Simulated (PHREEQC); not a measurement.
Consider water at 25 °C with 0.18 mol/kgw MgCl2, 0.017 mol/kgw Na2SO4 and 0.00048 mol/kgw NaCl. Closed to the air; pH follows from the charge balance.

All values are PHREEQC results (ion-association model, phreeqc.dat), not measurements.

| quantity | before | after |
|---|---|---|
| pH | 6.37 | 8.04 |
| ionic strength (mol/kgw) | 0.546 | 0.555 |
| Mg+2 (mol/kgw) | 0.169 | 0.169 |
| MgSO4 (mol/kgw) | 0.0112 | 0.0112 |
| SO4-2 (mol/kgw) | 0.00558 | 0.00560 |
| NaSO4- (mol/kgw) | 0.000198 | 0.000247 |
| SI of Halite (NaCl) | -3.81 | -3.72 |

### Question
Which change was made?
A. diluted 100-fold with water
B. 0.0085 mol/kgw NaAlO2 added
C. 0.091 mol/kgw HCl added
D. NaCl replaced by NH4Cl at the same molality
E. NaCl from 0.00048 to 9.6e-05 mol/kgw

### Answer
B, 0.0085 mol/kgw NaAlO2 added

No solid was allowed to form. Some of these states are supersaturated (in Al(OH)3(a), Gibbsite (slow to form), for instance).
